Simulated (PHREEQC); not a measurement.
## Arsenic or selenium liquor (model solution)

Dissolve 0.011 mol/kgw H3AsO4, 0.00044 mol/kgw H3PO4 and 0.036 mol/kgw CaCl2 at 25 °C. Closed to the air; pH follows from the charge balance.

Computed with PHREEQC (ion-association model, wateq4f.dat).

No solid was allowed to form.

### Question
What pH does the model give?

### Answer
pH 2.28.

### Question
In which forms is As present?

### Answer
H2AsO4- 56 %, H3AsO4 44 % of the As.

H3PO4, which wateq4f.dat lacks, is added to it with the constant of phreeqc.dat. The database has no arsenate complexes of Ca.
